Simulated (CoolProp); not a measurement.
A closed Brayton cycle with dry air: compressor inlet 322.15 K and 2.7 MPa, high pressure 5.9 MPa, turbine inlet 680 K, compressor efficiency 0.85, turbine efficiency 0.9, recuperator effectiveness 0.8 (on enthalpy, no pinch check). Each further row changes one setting.

The numbers come from the reference Helmholtz-energy equation of state, Lemmon 2000 in CoolProp. It is a pseudo-pure fit of the blend.

```json
[
 {"case": "as stated", "thermal efficiency (%)": "?", "net work (kJ/kg)": "29.7", "compressor to turbine work": "0.76", "compressor exit (K)": "417.4", "turbine exit (K)": "562.3"},
 {"case": "turbine inlet 630 K", "thermal efficiency (%)": "?", "net work (kJ/kg)": "?", "compressor to turbine work": "?", "compressor exit (K)": "417.4", "turbine exit (K)": "519.9"},
 {"case": "compressor inlet 332.15 K", "thermal efficiency (%)": "?", "net work (kJ/kg)": "?", "compressor to turbine work": "0.79", "compressor exit (K)": "430.2", "turbine exit (K)": "562.3"},
 {"case": "high pressure 5.02 MPa", "thermal efficiency (%)": "?", "net work (kJ/kg)": "?", "compressor to turbine work": "0.73", "compressor exit (K)": "396.0", "turbine exit (K)": "584.9"},
 {"case": "recuperator effectiveness 0.5", "thermal efficiency (%)": "14.6", "net work (kJ/kg)": "29.7", "compressor to turbine work": "0.76", "compressor exit (K)": "417.4", "turbine exit (K)": "562.3"}
]
```

**Question.** What belongs in the gaps?

**Answer.** 
- as stated, thermal efficiency (%): 18.7
- turbine inlet 630 K, thermal efficiency (%): 14.5
- turbine inlet 630 K, net work (kJ/kg): 20.3
- turbine inlet 630 K, compressor to turbine work: 0.83
- compressor inlet 332.15 K, thermal efficiency (%): 17.1
- compressor inlet 332.15 K, net work (kJ/kg): 26.6
- high pressure 5.02 MPa, thermal efficiency (%): 19.2
- high pressure 5.02 MPa, net work (kJ/kg): 27.5
